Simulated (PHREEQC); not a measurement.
HF is added in steps, without added water, to 1 kg of water holding 0.005 mol/kgw NaHSO4, 0.23 mol/kgw NaF and 0.00011 mol/kgw NaCl, at 25 °C. Oxygen is held at 0.21 atm. No CO2 enters from the air. Solids allowed: Halite, Mirabilite. Others were left out.

Base run: PHREEQC, ion-association model, wateq4f.dat. Each further column changes one thing. The table gives pH.

| HF added (mol) | base | Davies equation for every ion | all activity coefficients set to 1 | database phreeqc.dat | Debye-Hückel limiting law |
|---|---|---|---|---|---|
| 0 | 4.89 | 4.92 | 5.03 | 4.88 | 4.83 |
| 0.055 | 3.79 | 3.81 | 3.93 | 3.73 | 3.72 |
| 0.11 | 3.48 | 3.51 | 3.63 | 3.38 | 3.42 |
| 0.165 | 3.30 | 3.33 | 3.45 | 3.15 | 3.24 |
| 0.22 | 3.17 | 3.19 | 3.32 | 2.98 | 3.11 |
| 0.275 | 3.07 | 3.09 | 3.22 | 2.83 | 3.01 |
| 0.33 | 2.98 | 3.01 | 3.14 | 2.70 | 2.92 |

wateq4f.dat counts part of the HF as a dimer, H2F2, which phreeqc.dat doesn't know; its constant is uncertain.  phreeqc.dat and wateq4f.dat share most of their constants, so their agreement is no independent check. Solids allowed in the column 'database phreeqc.dat': Halite.
